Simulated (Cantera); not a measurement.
A Cantera script and its output.

```python
import numpy as np
import cantera as ct

gas = ct.Solution("gri30.yaml")
gas.TPX = 675, 95000, {'CH4': 1, 'O2': 1.82, 'N2': 6.84}
inlet = ct.Reservoir(gas, clone=True)
gas.equilibrate("HP")  # start burning
reactor = ct.IdealGasConstPressureReactor(gas, energy="on", clone=False)
exhaust = ct.Reservoir(gas, clone=True)
tau = [0.19, 0.096, 0.049, 0.025, 0.013, 0.0065, 0.0033, 0.0017, 0.00086, 0.00044, 0.00022, 0.00011, 5.8e-05][0]
for a, b in ((inlet, reactor), (reactor, exhaust)):
    ct.MassFlowController(a, b, mdot=lambda t: reactor.mass / tau)
net = ct.ReactorNet([reactor])
show = ['CH4', 'O2', 'OH', 'C2H', 'NO2', 'HCO', 'C2H2']

rows = []
print(f"{'tau/s':>10s}{'T/K':>9s}" + "".join(f"{s:>11s}" for s in show))
for tau in [0.19, 0.096, 0.049, 0.025, 0.013, 0.0065, 0.0033, 0.0017, 0.00086, 0.00044, 0.00022, 0.00011, 5.8e-05]:
    net.initial_time = 0.0
    net.advance(30 * tau)
    before = gas.X
    net.advance(40 * tau)
    drift = np.max(np.abs(gas.X - before) / (gas.X + 1e-9))
    rows.append([gas.T, *gas[show].X, drift])
    print(f"{tau:10.3e}{gas.T:9.1f}" + "".join(f"{x:11.3e}" for x in gas[show].X))
```

It prints:

```
     tau/s      T/K        CH4         O2         OH        C2H        NO2        HCO       C2H2
 1.900e-01   2406.1  1.188e-06  2.842e-03  5.168e-03  1.265e-12  1.972e-07  2.536e-08  1.455e-10
 9.600e-02   2402.5  2.237e-06  3.041e-03  5.336e-03  4.024e-12  1.827e-07  4.031e-08  4.499e-10
 4.900e-02   2396.0  4.053e-06  3.377e-03  5.609e-03  1.202e-11  1.626e-07  6.893e-08  1.286e-09
 2.500e-02   2384.9  7.094e-06  3.915e-03  6.027e-03  3.300e-11  1.379e-07  1.239e-07  3.314e-09
 1.300e-02   2367.8  1.183e-05  4.694e-03  6.592e-03  7.960e-11  1.118e-07  2.246e-07  7.409e-09
 6.500e-03   2341.6  1.982e-05  5.841e-03  7.349e-03  1.827e-10  8.445e-08  4.264e-07  1.558e-08
 3.300e-03   2307.2  3.255e-05  7.290e-03  8.190e-03  3.838e-10  6.041e-08  7.996e-07  3.020e-08
 1.700e-03   2265.9  5.336e-05  8.983e-03  9.009e-03  7.749e-10  4.151e-08  1.477e-06  5.741e-08
 8.600e-04   2217.7  9.097e-05  1.095e-02  9.725e-03  1.632e-09  2.759e-08  2.774e-06  1.170e-07
 4.400e-04   2167.3  1.598e-04  1.310e-02  1.019e-02  3.615e-09  1.856e-08  5.170e-06  2.600e-07
 2.200e-04   2114.5  3.020e-04  1.574e-02  1.030e-02  9.084e-09  1.264e-08  9.946e-06  6.863e-07
 1.100e-04   2060.6  6.199e-04  1.944e-02  9.845e-03  2.605e-08  8.861e-09  1.956e-05  2.221e-06
 5.800e-05   1999.5  1.408e-03  2.580e-02  8.401e-03  8.223e-08  6.377e-09  3.810e-05  9.179e-06
```

Computed with Cantera and GRI-Mech 3.0 (53 species, 325 reactions).
